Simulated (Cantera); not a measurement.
Input (Python, Cantera):

```python
import numpy as np
import cantera as ct

gas = ct.Solution("gri30.yaml")


def delay(T, t_max=10):
    gas.TPX = T, 810000, {'C3H8': 1, 'O2': 4.55, 'N2': 17.1}
    reactor = ct.IdealGasConstPressureReactor(gas, clone=False)
    net = ct.ReactorNet([reactor])
    net.rtol, net.atol = 1e-8, 1e-16
    while net.time < t_max:
        t_old, T_old = net.time, reactor.T
        net.step()
        if reactor.T > T + 400:  # ignition: a rise of 400 K
            return t_old + (T + 400 - T_old) / (reactor.T - T_old) * (net.time - t_old)
    return np.nan


taus = []
for T in [1275, 1350, 1425, 1500, 1575, 1650, 1725, 1800, 1875, 1950]:
    taus.append(delay(T))
    print(f"T0 = {T:6g} K   tau = {taus[-1]:.4e} s")
```

Output:

```
T0 =   1275 K   tau = 5.2051e-04 s
T0 =   1350 K   tau = 1.5642e-04 s
T0 =   1425 K   tau = 5.5158e-05 s
T0 =   1500 K   tau = 2.2899e-05 s
T0 =   1575 K   tau = 1.1045e-05 s
T0 =   1650 K   tau = 6.0640e-06 s
T0 =   1725 K   tau = 3.7079e-06 s
T0 =   1800 K   tau = 2.4739e-06 s
T0 =   1875 K   tau = 1.7695e-06 s
T0 =   1950 K   tau = 1.3375e-06 s
```

Cantera simulation using GRI-Mech 3.0 (53 species, 325 reactions); the numbers are that mechanism's predictions, not measurements. GRI-Mech 3.0 was tuned for natural gas; its chemistry of propane as a main component is partial and can be far from experiment.
